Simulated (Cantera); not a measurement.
An isothermal plug-flow reactor at 898 K and 0.390 bar (inlet), inlet velocity 1.8 m/s, active area per volume 1600 1/m; feed 0.616 % CH₄, 20.9 % O₂, 78.5 % N₂, equivalence ratio 0.059.

Computed with Cantera and Deutschmann's 1995 Pt surface mechanism with GRI-Mech 3.0 gas chemistry. Catalytic surfaces can have several steady states; this one follows from the mechanism file's or the stated starting coverage. Mass transfer to the wall is taken as infinitely fast.

One state of this run: x CH₄ = 0.00599; x O₂ = 0.208; x H₂O = 0.000353; x CO₂ = 0.000175; x CO = 1.71e-6; θ free Pt = 0.108; θ O* = 0.892. x: gas mole fraction; θ: surface coverage.

Problem. Which value of z (m) does it belong to?
A) 0.00014
B) 0.00027
C) 0.002
D) 7.4e-05

Solution. C, 0.002
